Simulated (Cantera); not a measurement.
## Pyrogenic steam for wet oxidation

A perfectly stirred reactor is fed with 5.56 % H2, 16.9 % O2, 77.6 % N2, at 84000 Pa; it is held at 1025 K, and followed from long to short residence time.

Computed with Cantera and the H2/O2 subset of GRI-Mech 3.0, which has no nitrogen chemistry. The temperature is held fixed by assumption; the heat of reaction is taken as removed at once.

```tsv
τ (s)	x H2	x O2	x OH	x H2O	x H
0.80	0.00123	0.145	3.69e-6	0.0560	3.50e-7
0.45	0.00167	0.146	4.74e-6	0.0555	6.09e-7
0.26	0.00218	0.146	6.20e-6	0.0550	1.03e-6
0.15	0.00275	0.146	8.42e-6	0.0544	1.74e-6
0.083	0.00339	0.146	1.22e-5	0.0537	3.08e-6
0.047	0.00403	0.147	1.79e-5	0.0530	5.34e-6
0.027	0.00472	0.147	2.64e-5	0.0523	9.15e-6
0.015	0.00559	0.147	3.95e-5	0.0514	1.62e-5
0.0086	0.00662	0.148	5.72e-5	0.0503	2.77e-5
```
x: mole fraction; the columns are a selection and need not sum to one.
